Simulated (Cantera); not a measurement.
An adiabatic, constant-pressure homogeneous reactor starts with CH4 : O2 : N2 = 1 : 4 : 10.4 (molar parts), equivalence ratio 0.50, at 1550 K and 30000 Pa. Integrator tolerance rtol = 1e-08.

Model: GRI-Mech 3.0 (53 species, 325 reactions), integrated in Cantera.

```csv
quantity,before,after
time of steepest temperature rise,1.34 ms,1.30 ms
temperature at 0.100 s,2531 K,2666 K
equilibrium temperature,2531 K,2666 K
x(CH4) at 0.100 s,<1e-12 (gas-phase equilibrium <1e-12),<1e-12 (gas-phase equilibrium <1e-12)
x(O2) at 0.100 s,0.118 (gas-phase equilibrium 0.118),0.115 (gas-phase equilibrium 0.115)
x(O) at 0.100 s,0.0106 (gas-phase equilibrium 0.0106),0.0146 (gas-phase equilibrium 0.0146)
x(NO2) at 0.100 s,5.83e-6 (gas-phase equilibrium 5.84e-6),8.25e-6 (gas-phase equilibrium 8.25e-6)
x(NO) at 0.100 s,0.0166 (gas-phase equilibrium 0.0166),0.0203 (gas-phase equilibrium 0.0203)
x(CH3) at 0.100 s,<1e-12 (gas-phase equilibrium <1e-12),<1e-12 (gas-phase equilibrium <1e-12)
x(CH2CO) at 0.100 s,<1e-12 (gas-phase equilibrium <1e-12),<1e-12 (gas-phase equilibrium <1e-12)
```

Task: Which change was made?
(A) constant volume in place of constant pressure
(B) pressure from 30000 Pa to 37000 Pa
(C) initial temperature 1550 to 1075 K
(D) initial temperature 1550 to 1250 K

Result: A, constant volume in place of constant pressure
